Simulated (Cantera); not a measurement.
Cantera with NASA thermochemical tables; ideal gases at 1 bar, condensed phases pure. Values are per mole of reaction as written; species without (g) are pure solids or liquids, kept so even where they would boil at 1 bar.

PbI₂(g) → I₂ + Pb

```tsv
T (K)	ΔH° (kJ)	ΔS° (J/K)	ΔG° (kJ)	log10 K
523	___	___	___	___
548	___	___	___	___
573	___	___	___	___
598	31.8	-109.3	97.2	-8.49
```

### Question
Complete the blanks.

### Answer

- 523, ΔH° (kJ): 28.0
- 523, ΔS° (J/K): -116.1
- 523, ΔG° (kJ): 88.8
- 523, log10 K: -8.86
- 548, ΔH° (kJ): 29.3
- 548, ΔS° (J/K): -113.7
- 548, ΔG° (kJ): 91.6
- 548, log10 K: -8.73
- 573, ΔH° (kJ): 30.6
- 573, ΔS° (J/K): -111.5
- 573, ΔG° (kJ): 94.4
- 573, log10 K: -8.61
